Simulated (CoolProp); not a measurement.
A closed Brayton cycle with carbon dioxide: compressor inlet 319.15 K and 8.5 MPa, high pressure 24.2 MPa, turbine inlet 625 K, compressor efficiency 0.8, turbine efficiency 0.93, recuperator effectiveness 0.8 (on enthalpy, no pinch check). Each further row changes one setting.

The numbers come from the reference Helmholtz-energy equation of state, Span 1996 in CoolProp.

| case | thermal efficiency (%) | net work (kJ/kg) | compressor to turbine work | compressor exit (K) | turbine exit (K) |
|---|---|---|---|---|---|
| as stated | … | 49.4 | 0.51 | 399.8 | 514.6 |
| turbine inlet 575 K | … | 38.2 | … | 399.8 | … |
| compressor inlet 329.15 K | 20.5 | … | 0.60 | … | 514.6 |
| high pressure 20.6 MPa | 22.5 | … | 0.48 | 387.0 | 531.3 |
| recuperator effectiveness 0.5 | … | 49.4 | 0.51 | 399.8 | 514.6 |

### Question
Fill in the missing entries.

### Answer

- as stated, thermal efficiency (%): 23.0
- turbine inlet 575 K, thermal efficiency (%): 19.8
- turbine inlet 575 K, compressor to turbine work: 0.57
- turbine inlet 575 K, turbine exit (K): 469.0
- compressor inlet 329.15 K, net work (kJ/kg): 40.3
- compressor inlet 329.15 K, compressor exit (K): 420.6
- high pressure 20.6 MPa, net work (kJ/kg): 45.4
- recuperator effectiveness 0.5, thermal efficiency (%): 19.4
